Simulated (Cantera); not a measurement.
Feed: 1 mol Ti, 0.41 mol CH₄, at 1175 °C and 55.0 Pa.

Equilibrium computed with Cantera from the NASA thermochemical tables; the gas is ideal and each condensed phase is pure. Candidate condensed phases: C, C₆H₆, C₇H₈, C₈H₁₈, Ti, TiC; 77 gas species. Mutual solubility and eutectic melting of coexisting phases are not modelled. TiC: taken at fixed stoichiometry. Condensed phases not in the tables: N, O or C dissolved in the metal. Rates play no part.

### Question
What is the equilibrium state?

### Answer
* **x(H₂)**: 1.000
* **x(H)**: 0.000394
* **n(Ti(β))**: 0.590 mol
* **n(TiC(s))**: 0.410 mol
* **gas amount**: 0.8202 mol
* **log10 activity of C(graphite) (absent)**: -6.01
